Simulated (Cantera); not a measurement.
Charge: 1 mol CH2F2, 1 mol HCl, at 2675 °C and 2.70 Torr.

Method: chemical equilibrium by Gibbs-energy minimisation in Cantera with the NASA 1993 tables (ideal gas, pure condensed phases). Candidate condensed phases: C, C6H6, C7H8, C8H18; 118 gas species. The tables' values for CCl are old estimates; treat these amounts as uncertain. Equilibrium is a limit: real reactors are often held back by kinetics, nucleation or transport.

Base state: HF 0.403, H 0.239, Cl 0.213, C3 0.0494, F 0.0475, HCl 0.0149, H2 0.0114, C 0.00852 (mole fractions); condensed: C(graphite).

### Question
What changes in the equilibrium state with this change: temperature from 2675 °C to 802 °C?

### Answer
| species | before | after |
|---|---|---|
| HF | 0.403 | 0.667 |
| HCl | 0.0149 | 0.333 |
| Cl | 0.213 | 2.13e-5 |
| H | 0.239 | <1e-9 |
| C3 | 0.0494 | <1e-9 |
| F | 0.0475 | <1e-9 |
| H2 | 0.0114 | 1.20e-5 |
| C | 0.00852 | <1e-9 |
| C2 | 0.00496 | <1e-9 |
| CF | 0.00492 | <1e-9 |
| C(graphite), mol | 0.203 | 1.00 |
